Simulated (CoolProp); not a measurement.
Model: reference Helmholtz-energy equation of state, Lemmon 2006, in CoolProp. It is a short technical equation, of lower accuracy than the large ones.

Problem. Give the vapour pressure (MPa), enthalpy of vaporisation (kJ/kg), liquid cp (kJ/(kg K)), vapour Z of saturated nitrous oxide at 214.3, 233.5, 271.9 K.

Solution. 
```tsv
T (K)	p (MPa)	enthalpy of vaporisation (kJ/kg)	liquid cp (kJ/(kg K))	vapour Z
214.3	0.451	338	1.77	0.925
233.5	0.950	310	1.85	0.874
271.9	3.02	236	2.25	0.717
```
